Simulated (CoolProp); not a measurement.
Computed with CoolProp (reference Helmholtz-energy equation of state, Fiedler 2023).

**Question.** Give the vapour pressure (MPa), vapour density (kg/m³), liquid cp (kJ/(kg K)) of saturated tetrahydrofuran at 479.7 K.

**Answer.** 
```
T (K)  p (MPa)  vapour density (kg/m³)  liquid cp (kJ/(kg K))
-----  -------  ----------------------  ---------------------
479.7     2.25                    56.1                   2.72
```
